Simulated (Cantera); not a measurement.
## Ignition delay

Mixture: CH₄ : C₂H₆ : C₃H₈ : O₂ : N₂ = 1 : 0.072 : 0.19 : 1.88 : 7.08 (molar parts), equivalence ratio 1.7, at 1.00 bar, adiabatic and at constant volume. Ignition delay is the time to a rise of 400 K.

Cantera simulation using GRI-Mech 3.0 (53 species, 325 reactions); the numbers are that mechanism's predictions, not measurements. GRI-Mech 3.0 was tuned for natural gas; its chemistry of propane as a main component is partial and can be far from experiment.

| T0 (K) | delay (ms) |
|---|---|
| 1000 | 215 |
| 1050 | 93.7 |
| 1100 | 39.3 |
| 1150 | 16.1 |
| 1200 | 6.75 |
| 1250 | 2.95 |
| 1300 | 1.38 |
| 1350 | 0.689 |

apparent activation energy between 1250 and 1350 K: 200 kJ/mol
